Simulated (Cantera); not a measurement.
## Premixed flame

A freely propagating, adiabatic, planar premixed flame of H2 : O2 : N2 = 0.77 : 0.833 : 3.25 (molar parts), equivalence ratio 0.46, unburnt at 375 K and 13300 Pa; mixture-averaged transport, grid criteria slope 0.08 and curve 0.16, no radiation.

Model: the H2/O2 subset of GRI-Mech 3.0, which has no nitrogen chemistry, integrated in Cantera. Burning velocities carry a grid error of a few per cent, more on coarse grids. Lean hydrogen flames are cellular in practice and burn faster than this planar one.

```json
[
 {"z (mm)": "-14.4", "T (K)": "375", "u (m/s)": "0.919", "x H2": "0.159", "x O2": "0.172", "x H2O": "<1e-8", "x O": "<1e-8", "x H2O2": "<1e-8", "x OH": "<1e-8"},
 {"z (mm)": "-9.59", "T (K)": "375", "u (m/s)": "0.918", "x H2": "0.158", "x O2": "0.172", "x H2O": "1.13e-7", "x O": "<1e-8", "x H2O2": "<1e-8", "x OH": "<1e-8"},
 {"z (mm)": "-7.20", "T (K)": "375", "u (m/s)": "0.918", "x H2": "0.158", "x O2": "0.172", "x H2O": "9.68e-7", "x O": "<1e-8", "x H2O2": "<1e-8", "x OH": "<1e-8"},
 {"z (mm)": "-4.80", "T (K)": "376", "u (m/s)": "0.917", "x H2": "0.155", "x O2": "0.172", "x H2O": "2.34e-5", "x O": "1.37e-8", "x H2O2": "1.86e-7", "x OH": "<1e-8"},
 {"z (mm)": "-2.40", "T (K)": "431", "u (m/s)": "1.03", "x H2": "0.133", "x O2": "0.175", "x H2O": "0.00413", "x O": "4.62e-6", "x H2O2": "1.96e-5", "x OH": "5.07e-5"},
 {"z (mm)": "-1.20", "T (K)": "663", "u (m/s)": "1.55", "x H2": "0.0972", "x O2": "0.168", "x H2O": "0.0298", "x O": "0.000131", "x H2O2": "1.06e-5", "x OH": "0.000356"},
 {"z (mm)": "0", "T (K)": "954", "u (m/s)": "2.19", "x H2": "0.0510", "x O2": "0.145", "x H2O": "0.0812", "x O": "0.00208", "x H2O2": "1.16e-6", "x OH": "0.000982"},
 {"z (mm)": "1.20", "T (K)": "1163", "u (m/s)": "2.66", "x H2": "0.0180", "x O2": "0.117", "x H2O": "0.129", "x O": "0.00575", "x H2O2": "1.33e-6", "x OH": "0.00271"},
 {"z (mm)": "2.40", "T (K)": "1278", "u (m/s)": "2.92", "x H2": "0.00776", "x O2": "0.106", "x H2O": "0.147", "x O": "0.00706", "x H2O2": "1.16e-6", "x OH": "0.00379"},
 {"z (mm)": "4.80", "T (K)": "1390", "u (m/s)": "3.16", "x H2": "0.00458", "x O2": "0.102", "x H2O": "0.156", "x O": "0.00596", "x H2O2": "7.27e-7", "x OH": "0.00446"},
 {"z (mm)": "9.59", "T (K)": "1480", "u (m/s)": "3.35", "x H2": "0.00285", "x O2": "0.101", "x H2O": "0.162", "x O": "0.00371", "x H2O2": "3.82e-7", "x OH": "0.00428"},
 {"z (mm)": "19.2", "T (K)": "1537", "u (m/s)": "3.47", "x H2": "0.00136", "x O2": "0.101", "x H2O": "0.166", "x O": "0.00175", "x H2O2": "1.95e-7", "x OH": "0.00330"},
 {"z (mm)": "38.4", "T (K)": "1564", "u (m/s)": "3.53", "x H2": "0.000492", "x O2": "0.101", "x H2O": "0.168", "x O": "0.000633", "x H2O2": "9.71e-8", "x OH": "0.00210"}
]
```
x: mole fraction of selected species; z is measured from the peak of heat release.

The laminar burning velocity is 91.9 cm/s and the thermal thickness is 4.80 mm. The peak x(O) is 0.00706 and the peak x(H2O2) is 2.17e-5. The peak x(OH) is 0.00450 and the grid points is 106.
